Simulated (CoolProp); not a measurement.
Vapour-liquid equilibrium of R245fa (1) + n-pentane (2) at 0.305 MPa; x and y are mole fractions of (1).

Model: multi-fluid Helmholtz-energy mixture model, Akasaka 2015 and Thol 2019; pair parameters Bell 2016, in CoolProp.

| x | bubble temperature, mixture model (K) | bubble temperature, Raoult's law (K) | y, mixture model | y, Raoult's law |
|---|---|---|---|---|
| 0.05 | (withheld) | 343.8 | 0.305 | 0.102 |
| 0.2 | (withheld) | 338.2 | 0.582 | 0.350 |
| 0.35 | 315.8 | 333.6 | (withheld) | 0.537 |
| 0.5 | (withheld) | 329.5 | (withheld) | 0.683 |
| 0.65 | 314.5 | 326.0 | (withheld) | 0.800 |
| 0.8 | 314.7 | 322.9 | 0.748 | 0.896 |
| 0.95 | 317.1 | 320.1 | (withheld) | 0.976 |

Q: What belongs in the gaps?

A: 
- 0.05, bubble temperature, mixture model (K): 333.3
- 0.2, bubble temperature, mixture model (K): 319.0
- 0.35, y, mixture model: 0.643
- 0.5, bubble temperature, mixture model (K): 314.9
- 0.5, y, mixture model: 0.667
- 0.65, y, mixture model: 0.693
- 0.95, y, mixture model: 0.898

The largest gap from Raoult's law is -19.2 K in bubble temperature, at x = 0.2. y crosses x between x = 0.65 and 0.8: the model has an azeotrope there.

The pair parameters rest on a limited set of measurements; away from them the model extrapolates. With so large a gap from Raoult's law the liquid may split in two, which this calculation doesn't test in full.
